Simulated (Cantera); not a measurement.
What does this Cantera script print?

```python
import numpy as np
import cantera as ct

gas = ct.Solution("gri30.yaml", transport_model="mixture-averaged")
show = ['NO', 'CH4', 'H']

rows = []
print(f"{'T/K':>7s}{'rho':>11s}{'cp':>10s}{'mu':>11s}{'lambda':>11s}{'Pr':>7s}" + "".join(f"{'D_' + s:>11s}" for s in show))
for T in [400, 650, 900, 1150, 1400, 1650]:
    gas.TPX = T, 5800, {'C2H2': 0.34, 'CO2': 0.81}
    Pr = gas.cp_mass * gas.viscosity / gas.thermal_conductivity
    D = [gas.mix_diff_coeffs_mole[gas.species_index(s)] for s in show]
    rows.append([gas.density, gas.cp_mass, gas.viscosity, gas.thermal_conductivity, Pr, *D])
    print(f"{T:7g}{gas.density:11.4e}{gas.cp_mass:10.1f}{gas.viscosity:11.4e}"
          f"{gas.thermal_conductivity:11.4e}{Pr:7.3f}" + "".join(f"{d:11.4e}" for d in D))
print("SI units: kg/m3, J/kg/K, Pa s, W/m/K, m2/s")
```

Result:

```
    T/K        rho        cp         mu     lambda     Pr       D_NO      D_CH4        D_H
    400 6.7484e-02    1135.4 1.8130e-05 2.8051e-02  0.734 4.6341e-04 5.1587e-04 2.8715e-03
    650 4.1528e-02    1338.4 2.7140e-05 4.9436e-02  0.735 1.0849e-03 1.2245e-03 6.8221e-03
    900 2.9993e-02    1466.8 3.4645e-05 6.9177e-02  0.735 1.8900e-03 2.1462e-03 1.1962e-02
   1150 2.3473e-02    1557.6 4.1226e-05 8.7327e-02  0.735 2.8564e-03 3.2539e-03 1.8140e-02
   1400 1.9281e-02    1623.0 4.7181e-05 1.0411e-01  0.735 3.9701e-03 4.5304e-03 2.5259e-02
   1650 1.6360e-02    1670.8 5.2683e-05 1.1975e-01  0.735 5.2210e-03 5.9640e-03 3.3254e-02
SI units: kg/m3, J/kg/K, Pa s, W/m/K, m2/s
```

Cantera simulation using GRI-Mech 3.0 (53 species, 325 reactions); the numbers are that mechanism's predictions, not measurements. The composition is frozen, though it would react at the higher temperatures.
